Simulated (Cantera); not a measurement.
Cantera run:

```python
import numpy as np
import cantera as ct

gas_names = """
    C CH CH2 CH3 CH2OH CH3O CH4 CH3OH CO CO2 COOH C2 C2H CHCO,ketyl C2H2,acetylene C2H2,vinylidene
    CH2CO,ketene C2H3,vinyl CH3CO,acetyl C2H4 C2H4O,ethylen CH3CHO,ethanal CH3COOH (HCOOH)2 C2H5 C2H6
    CH3OCH3 C2H5OH C2O C3 C3H3,propargyl C3H4,allene C3H4,propyne C3H4,cyclo- C3H5,allyl C3H6,propylene
    C3H6,cyclo- C3H6O C3H7,n-propyl C3H7,i-propyl C3H8 C3H8O,1propanol C3H8O,2propanol C3O2 C4 C4H2
    C4H4,1,3-cyclo- C4H6,butadiene C4H6,2-butyne C4H6,cyclo- C4H8,1-butene C4H8,cis2-buten
    C4H8,tr2-butene C4H8,isobutene C4H8,cyclo- (CH3COOH)2 C4H9,n-butyl C4H9,i-butyl C4H9,s-butyl
    C4H9,t-butyl C4H10,isobutane C4H10,n-butane C5 C5H6,1,3cyclo- C5H8,cyclo- C5H10,1-pentene
    C5H10,cyclo- C5H11,pentyl C5H11,t-pentyl C5H12,n-pentane C5H12,i-pentane CH3C(CH3)2CH3 C6H2
    C6H5,phenyl C6H5O,phenoxy C6H6 C6H5OH,phenol C6H10,cyclo- C6H12,1-hexene C6H12,cyclo- C6H13,n-hexyl
    C7H7,benzyl C7H8 C7H8O,cresol C7H14,1-heptene C7H15,n-heptyl C7H16,n-heptane C8H8,styrene
    C8H10,ethylbenz C8H16,1-octene C8H17,n-octyl C8H18,isooctane C8H18,n-octane C9H19,n-nonyl
    C10H8,naphthale C10H21,n-decyl C12H9,o-bipheny C12H10,bipheny H HCO HO2 H2 HCHO,formaldehy HCOOH H2O
    H2O2 K KH KO KOH K2 K2O2H2 O OH O2 O3
""".split()
cond_names = """
    C(gr) C6H6(L) C7H8(L) C8H18(L),n-octa H2O(s) H2O(L) K(cr) K(L) KOH(a) KOH(b) KOH(L) KO2(s) K2CO3(s)
    K2CO3(L) K2O(s) K2O2(s)
""".split()


def load(file, names, dense=False):
    # The tables refer to 1 bar. Condensed volumes are neglected.
    table = {s.name: s for s in ct.Species.list_from_file(file)}
    out = []
    for n in names:
        d = dict(table[n].input_data)
        d["thermo"] = dict(d["thermo"], **{"reference-pressure": 1e5})
        if dense:
            d["equation-of-state"] = {"model": "constant-volume", "density": "1e6 g/cm^3"}
        out.append(ct.Species.from_dict(d))
    return out


gas = ct.Solution(thermo="ideal-gas", species=load("nasa_gas.yaml", gas_names))
cond = {s.name: ct.Solution(thermo="fixed-stoichiometry", species=[s], name=s.name)
        for s in load("nasa_condensed.yaml", cond_names, dense=True)}
atoms = {
    'K2CO3': {'K': 2, 'C': 1, 'O': 3},
    'H2O': {'H': 2, 'O': 1},
    'O2': {'O': 2},
}
top_T = {'C(gr)': 4500, 'KO2(s)': 780, 'K2O(s)': 1000, 'K2O2(s)': 760}  # K; cautious upper limits of use, not melting points


def equilibrate(T, P, feed):
    n = {}
    for name, mol in feed.items():
        for a, k in atoms[name].items():
            n[a] = n.get(a, 0.0) + k * mol
    gas.TPX = T, P, n
    mass = sum(n.values()) * gas.mean_molecular_weight
    gas.equilibrate("TP")
    valid = [c for c in cond.values() if c.min_temp <= T <= top_T.get(c.name, c.max_temp)]
    mix = ct.Mixture([(gas, mass / gas.mean_molecular_weight)] + [(c, 0.0) for c in valid])
    mix.T, mix.P = T, P
    mix.equilibrate("TP", solver="vcs", rtol=1e-11, max_steps=5000)
    return mix


results = []
P = 19  # Pa
for T in [773, 823, 873, 923, 973, 1023, 1073, 1123, 1173, 1223, 1273, 1323, 1373, 1423]:
    for m in [0.58, 0.75, 0.97, 1.3, 1.6, 2.1, 2.7, 3.5, 4.5, 5.8]:
        feed = {'K2CO3': 1, 'H2O': m, 'O2': 2.8}  # mol
        mix = equilibrate(T, P, feed)
        results.append((T, P, feed, dict(zip(mix.species_names, mix.species_moles))))

for T, P, feed, n in results:
    print(f"{T:7g} {feed['H2O']:10.4g}  " + (" + ".join(c for c in cond_names if n.get(c, 0) > 1e-12) or "gas only"))
```

Output:

```
    773       0.58  K2CO3(s)
    773       0.75  K2CO3(s)
    773       0.97  K2CO3(s)
    773        1.3  K2CO3(s)
    773        1.6  K2CO3(s)
    773        2.1  K2CO3(s)
    773        2.7  K2CO3(s)
    773        3.5  K2CO3(s)
    773        4.5  K2CO3(s)
    773        5.8  K2CO3(s)
    823       0.58  K2CO3(s)
    823       0.75  K2CO3(s)
    823       0.97  K2CO3(s)
    823        1.3  K2CO3(s)
    823        1.6  K2CO3(s)
    823        2.1  K2CO3(s)
    823        2.7  K2CO3(s)
    823        3.5  K2CO3(s)
    823        4.5  K2CO3(s)
    823        5.8  K2CO3(s)
    873       0.58  K2CO3(s)
    873       0.75  K2CO3(s)
    873       0.97  K2CO3(s)
    873        1.3  K2CO3(s)
    873        1.6  K2CO3(s)
    873        2.1  K2CO3(s)
    873        2.7  K2CO3(s)
    873        3.5  K2CO3(s)
    873        4.5  K2CO3(s)
    873        5.8  K2CO3(s)
    923       0.58  K2CO3(s)
    923       0.75  K2CO3(s)
    923       0.97  K2CO3(s)
    923        1.3  K2CO3(s)
    923        1.6  K2CO3(s)
    923        2.1  K2CO3(s)
    923        2.7  K2CO3(s)
    923        3.5  K2CO3(s)
    923        4.5  K2CO3(s)
    923        5.8  K2CO3(s)
    973       0.58  K2CO3(s)
    973       0.75  K2CO3(s)
    973       0.97  K2CO3(s)
    973        1.3  K2CO3(s)
    973        1.6  K2CO3(s)
    973        2.1  K2CO3(s)
    973        2.7  K2CO3(s)
    973        3.5  K2CO3(s)
    973        4.5  K2CO3(s)
    973        5.8  K2CO3(s)
   1023       0.58  K2CO3(s)
   1023       0.75  K2CO3(s)
   1023       0.97  K2CO3(s)
   1023        1.3  K2CO3(s)
   1023        1.6  K2CO3(s)
   1023        2.1  K2CO3(s)
   1023        2.7  K2CO3(s)
   1023        3.5  K2CO3(s)
   1023        4.5  K2CO3(s)
   1023        5.8  K2CO3(s)
   1073       0.58  K2CO3(s)
   1073       0.75  K2CO3(s)
   1073       0.97  K2CO3(s)
   1073        1.3  K2CO3(s)
   1073        1.6  K2CO3(s)
   1073        2.1  K2CO3(s)
   1073        2.7  K2CO3(s)
   1073        3.5  gas only
   1073        4.5  gas only
   1073        5.8  gas only
   1123       0.58  K2CO3(s)
   1123       0.75  K2CO3(s)
   1123       0.97  K2CO3(s)
   1123        1.3  gas only
   1123        1.6  gas only
   1123        2.1  gas only
   1123        2.7  gas only
   1123        3.5  gas only
   1123        4.5  gas only
   1123        5.8  gas only
   1173       0.58  K2CO3(s)
   1173       0.75  K2CO3(s)
   1173       0.97  K2CO3(s)
   1173        1.3  gas only
   1173        1.6  gas only
   1173        2.1  gas only
   1173        2.7  gas only
   1173        3.5  gas only
   1173        4.5  gas only
   1173        5.8  gas only
   1223       0.58  K2CO3(L)
   1223       0.75  K2CO3(L)
   1223       0.97  gas only
   1223        1.3  gas only
   1223        1.6  gas only
   1223        2.1  gas only
   1223        2.7  gas only
   1223        3.5  gas only
   1223        4.5  gas only
   1223        5.8  gas only
   1273       0.58  gas only
   1273       0.75  gas only
   1273       0.97  gas only
   1273        1.3  gas only
   1273        1.6  gas only
   1273        2.1  gas only
   1273        2.7  gas only
   1273        3.5  gas only
   1273        4.5  gas only
   1273        5.8  gas only
   1323       0.58  gas only
   1323       0.75  gas only
   1323       0.97  gas only
   1323        1.3  gas only
   1323        1.6  gas only
   1323        2.1  gas only
   1323        2.7  gas only
   1323        3.5  gas only
   1323        4.5  gas only
   1323        5.8  gas only
   1373       0.58  gas only
   1373       0.75  gas only
   1373       0.97  gas only
   1373        1.3  gas only
   1373        1.6  gas only
   1373        2.1  gas only
   1373        2.7  gas only
   1373        3.5  gas only
   1373        4.5  gas only
   1373        5.8  gas only
   1423       0.58  gas only
   1423       0.75  gas only
   1423       0.97  gas only
   1423        1.3  gas only
   1423        1.6  gas only
   1423        2.1  gas only
   1423        2.7  gas only
   1423        3.5  gas only
   1423        4.5  gas only
   1423        5.8  gas only
```

Cantera equilibrium calculation (NASA polynomials, part measured and part estimated; ideal gas, pure solids and liquids).
